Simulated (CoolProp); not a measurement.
R142b along the isobar 3.47 MPa: Z from the reference equation and from simpler models built on Tc = 410.3 K, pc = 4.055 MPa, ω = 0.232; each cubic takes its own stable root.

The numbers come from the reference Helmholtz-energy equation of state, Lemmon 2006 in CoolProp. It is a short technical equation, of lower accuracy than the large ones.

```tsv
T (K)	phase	reference
245.6	liquid	0.1377
258.1	liquid	0.1339
270.7	liquid	0.1307
283.2	liquid	0.1280
295.8	liquid	0.1257
308.3	liquid	0.1240
320.9	liquid	0.1228
333.4	liquid	0.1222
346	liquid	0.1223
358.6	liquid	0.1232
371.1	liquid	0.1254
383.7	liquid	0.1297
396.2	liquid	0.1395
```

Task: How far does each simpler model (van der Waals, Redlich-Kwong, Peng-Robinson) lie from the reference over these 13 states: mean and median of the absolute difference, and the worst?

Result: 
- van der Waals: mean 81.5 %, median 64.0 %, worst +290.2 % at 396.2 K and 3.47 MPa
- Redlich-Kwong: mean 18.0 %, median 15.9 %, worst +32.5 % at 396.2 K and 3.47 MPa
- Peng-Robinson: mean 3.1 %, median 2.1 %, worst +12.8 % at 396.2 K and 3.47 MPa

At some of these states van der Waals gives the other phase, because its saturation line lies elsewhere.
